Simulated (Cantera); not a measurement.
A closed system holds: 1 mol SiCl₄, 0.34 mol C₂H₂, 3.7 mol H₂, 2 mol HCl, equilibrated at 7.50 Torr.

These are equilibrium values from Cantera (NASA tables, ideal gas, pure condensed phases), not measurements of a reactor. Candidate condensed phases: C, C₆H₆, C₇H₈, C₈H₁₈, Si, SiC; 109 gas species. The tables' values for SiCl, SiCl₃ are old estimates; treat these amounts as uncertain. Gases not in the tables: Si₂H₆ and higher silanes. Kinetics and transport are ignored. All values below are at 2600 K.

Base state: HCl 0.319, H₂ 0.221, Cl 0.183, H 0.180, Si 0.0414, SiCl₂ 0.0267, SiC₂ 0.0142, SiCl 0.00897 (mole fractions); condensed: C(graphite).

What changes in the equilibrium state with this change: HCl from 2 to 0.14 mol?


| species | before | after |
|---|---|---|
| HCl | 0.319 | 0.282 |
| H₂ | 0.221 | 0.251 |
| H | 0.180 | 0.192 |
| Cl | 0.183 | 0.152 |
| SiC₂ | 0.0142 | 0.0199 |
| Si | 0.0414 | 0.0583 |
| SiCl | 0.00897 | 0.0105 |
| SiCl₂ | 0.0267 | 0.0259 |
| Si₂ | 5.42e-5 | 0.000107 |
| Si₂C | 0.00107 | 0.00213 |
| SiH₂ | 1.36e-5 | 2.17e-5 |
| SiH | 0.000444 | 0.000667 |
| C(graphite), mol | 0.275 | 0.248 |
